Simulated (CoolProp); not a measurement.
n-butane along the isobar 1440 kPa: fugacity coefficient from the reference equation and from simpler models built on Tc = 152.0 °C, pc = 3796 kPa, ω = 0.201; each cubic takes its own stable root.

Values from CoolProp's reference Helmholtz-energy equation of state, Bücker 2006.

| T (°C) | phase | reference | van der Waals | Redlich-Kwong | Soave-Redlich-Kwong | Peng-Robinson |
|---|---|---|---|---|---|---|
| 39.95 | liquid | 0.2485 | 0.5911 | 0.3256 | 0.2526 | 0.2483 |
| 58.65 | liquid | 0.3877 | 0.7425 | 0.4808 | 0.3955 | 0.3873 |
| 77.35 | liquid | 0.5670 | 0.8214 | 0.6678 | 0.5792 | 0.5658 |
| 96.05 | liquid | 0.7847 | 0.8424 | 0.8100 | 0.7999 | 0.7807 |
| 114.85 | gas | 0.8279 | 0.8603 | 0.8353 | 0.8304 | 0.8175 |
| 133.55 | gas | 0.8536 | 0.8753 | 0.8562 | 0.8540 | 0.8413 |
| 152.25 | gas | 0.8745 | 0.8883 | 0.8737 | 0.8738 | 0.8614 |
| 170.95 | gas | 0.8918 | 0.8995 | 0.8886 | 0.8905 | 0.8785 |
| 189.65 | gas | 0.9062 | 0.9093 | 0.9013 | 0.9048 | 0.8931 |
| 208.35 | gas | 0.9184 | 0.9179 | 0.9123 | 0.9171 | 0.9058 |
| 227.05 | gas | 0.9288 | 0.9254 | 0.9218 | 0.9277 | 0.9167 |
| 245.75 | gas | 0.9378 | 0.9321 | 0.9301 | 0.9369 | 0.9263 |
| 264.45 | gas | 0.9455 | 0.9381 | 0.9373 | 0.9450 | 0.9347 |
| 283.15 | gas | 0.9522 | 0.9434 | 0.9437 | 0.9520 | 0.9421 |
| 301.85 | gas | 0.9580 | 0.9482 | 0.9493 | 0.9581 | 0.9486 |

At some of these states van der Waals, Redlich-Kwong gives the other phase, because its saturation line lies elsewhere.
